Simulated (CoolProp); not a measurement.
Vapour-liquid equilibrium of ethylene (1) + propylene (2) at 622 kPa; x and y are mole fractions of (1).

Model: multi-fluid Helmholtz-energy mixture model, Smukala 2000 and Lemmon 2013; pair parameters Bell 2016, in CoolProp.

Task: Give the bubble temperature and the first vapour's composition at x = 0.05, 0.2, 0.35. Is there an azeotrope?

Result: x = 0.05: -5.6 °C, y = 0.224; x = 0.2: -24.6 °C, y = 0.632; x = 0.35: -37.9 °C, y = 0.812. No azeotrope shows between x = 0.05 and 0.95.

The pair parameters rest on a limited set of measurements; away from them the model extrapolates.
